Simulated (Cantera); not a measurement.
Input: 1 mol CO2, 0.077 mol O2, 0.42 mol N2, held at 0.0520 bar.

These are equilibrium values from Cantera (NASA tables, ideal gas, pure condensed phases), not measurements of a reactor. Candidate condensed phases: C; 24 gas species. Rates play no part. All values below are at 2123 K.

Base state: CO2 0.618, N2 0.273, O2 0.0661, CO 0.0367, NO 0.00348, O 0.00184 (mole fractions); condensed: gas only.

### Question
What changes in the equilibrium state with this change: CO2 replaced by HF?

### Answer
| species | before | after |
|---|---|---|
| HF | 0 | 0.665 |
| N2 | 0.273 | 0.279 |
| O2 | 0.0661 | 0.0484 |
| CO2 | 0.618 | 0 |
| CO | 0.0367 | 0 |
| F | 0 | 0.00210 |
| H2O | 0 | 0.000781 |
| OH | 0 | 0.000463 |
| H | 0 | 5.16e-5 |
| H2 | 0 | 1.08e-5 |
Further candidate phases: H2O.
